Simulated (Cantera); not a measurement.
**Adiabatic ignition**

An adiabatic, constant-pressure homogeneous reactor starts with 6.79 % CH₄, 3.74 % H₂, 18.8 % O₂, 70.7 % N₂, at 950 K and 9.87 atm.

Detailed kinetics in Cantera: GRI-Mech 3.0 (53 species, 325 reactions). Below about 1000 K GRI-Mech 3.0 lacks low-temperature oxidation paths.

| t (s) | T (K) | x CH₄ | x H₂ | x O₂ | x CO₂ | x HO₂ |
|---|---|---|---|---|---|---|
| 4.00e-6 | 950 | 0.0679 | 0.0374 | 0.188 | <1e-12 | 1.55e-10 |
| 1.16e-5 | 950 | 0.0679 | 0.0374 | 0.188 | <1e-12 | 4.74e-10 |
| 3.38e-5 | 950 | 0.0679 | 0.0374 | 0.188 | <1e-12 | 1.52e-9 |
| 9.82e-5 | 950 | 0.0679 | 0.0374 | 0.188 | <1e-12 | 4.96e-9 |
| 0.000285 | 950 | 0.0679 | 0.0374 | 0.188 | <1e-12 | 1.54e-8 |
| 0.000830 | 950 | 0.0679 | 0.0374 | 0.188 | <1e-12 | 4.70e-8 |
| 0.00241 | 950 | 0.0679 | 0.0374 | 0.188 | <1e-12 | 1.59e-7 |
| 0.00701 | 950 | 0.0679 | 0.0374 | 0.188 | <1e-12 | 8.66e-7 |
| 0.0204 | 951 | 0.0679 | 0.0373 | 0.188 | 7.77e-10 | 5.68e-6 |
| 0.0592 | 2504 | <1e-12 | 0.00186 | 0.0311 | 0.0645 | 7.99e-6 |
| 0.172 | 2503 | <1e-12 | 0.00186 | 0.0310 | 0.0645 | 7.95e-6 |
| 0.500 | 2503 | <1e-12 | 0.00186 | 0.0310 | 0.0645 | 7.95e-6 |
x: mole fraction; the columns are a selection and need not sum to one.

```
Quantity                                                            Result
---------------------------------  ---------------------------------------
time of steepest temperature rise                                  49.4 ms
temperature at 0.500 s                                              2503 K
equilibrium temperature                                             2503 K
x(CH₄) at 0.500 s                    <1e-12 (gas-phase equilibrium <1e-12)
x(H₂) at 0.500 s                   0.00186 (gas-phase equilibrium 0.00186)
x(O₂) at 0.500 s                     0.0310 (gas-phase equilibrium 0.0310)
```
